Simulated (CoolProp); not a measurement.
n-perfluorohexane along the isobar 2.32 MPa: Z from the reference equation and from simpler models built on Tc = 448.0 K, pc = 1.742 MPa, ω = 0.497; each cubic takes its own stable root.

Model: reference Helmholtz-energy equation of state, Gao 2022, in CoolProp.

```json
[
 {"T (K)": "224.1", "phase": "liquid", "reference": "0.2229"},
 {"T (K)": "240.2", "phase": "liquid", "reference": "0.2129"},
 {"T (K)": "256.4", "phase": "liquid", "reference": "0.2043"},
 {"T (K)": "272.5", "phase": "liquid", "reference": "0.1970"},
 {"T (K)": "288.6", "phase": "liquid", "reference": "0.1908"},
 {"T (K)": "304.8", "phase": "liquid", "reference": "0.1856"},
 {"T (K)": "320.9", "phase": "liquid", "reference": "0.1814"},
 {"T (K)": "337.1", "phase": "liquid", "reference": "0.1780"},
 {"T (K)": "353.2", "phase": "liquid", "reference": "0.1757"},
 {"T (K)": "369.3", "phase": "liquid", "reference": "0.1744"},
 {"T (K)": "385.5", "phase": "liquid", "reference": "0.1743"},
 {"T (K)": "401.6", "phase": "liquid", "reference": "0.1760"},
 {"T (K)": "417.7", "phase": "liquid", "reference": "0.1803"},
 {"T (K)": "433.9", "phase": "liquid", "reference": "0.1895"},
 {"T (K)": "450", "phase": "supercritical", "reference": "0.2125"}
]
```

How far does each simpler model (van der Waals, Redlich-Kwong, Soave-Redlich-Kwong, Peng-Robinson) lie from the reference over these 15 states: mean and median of the absolute difference, and the worst?


- van der Waals: mean 72.0 %, median 73.7 %, worst +79.0 % at 224.1 K and 2.32 MPa
- Redlich-Kwong: mean 24.4 %, median 23.1 %, worst +30.4 % at 433.9 K and 2.32 MPa
- Soave-Redlich-Kwong: mean 17.9 %, median 16.0 %, worst +30.2 % at 450 K and 2.32 MPa
- Peng-Robinson: mean 4.8 %, median 2.9 %, worst +17.8 % at 450 K and 2.32 MPa
